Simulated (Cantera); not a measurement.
**Gas-phase reforming**

An isothermal, constant-pressure homogeneous reactor starts with CH4 : H2O = 1 : 4.6 (molar parts), at 1825 K and 500000 Pa.

Model: GRI-Mech 3.0 (53 species, 325 reactions), integrated in Cantera.

```
t (s)        x CH4  x H2O     x OH     x CH3    x C2H2     x CO
--------  --------  -----  -------  --------  --------  -------
2.00e-5      0.172  0.819  2.85e-5   0.00166   8.51e-5  2.99e-5
0.000138     0.133  0.793  2.98e-5   0.00142    0.0107  0.00168
0.000946    0.0626  0.722  2.25e-5  0.000560    0.0410  0.00920
0.00650     0.0244  0.615  1.67e-5  0.000190    0.0358   0.0338
0.0447      0.0100  0.484  1.08e-5   6.42e-5   0.00574   0.0863
0.308     0.000102  0.446  9.46e-6   6.23e-7   5.76e-7    0.104
2.11       6.94e-8  0.446  9.50e-6  4.26e-10  1.21e-12    0.104
14.5       6.94e-8  0.446  9.50e-6  4.26e-10  1.21e-12    0.104
100        6.94e-8  0.446  9.50e-6  4.26e-10  1.21e-12    0.104
```
x: mole fraction; the columns are a selection and need not sum to one.

Equilibrium at this temperature and pressure: CH4 7.70e-8, H2O 0.446, OH 9.50e-6, CH3 4.72e-10, C2H2 1.36e-12, CO 0.104 (gas phase only).
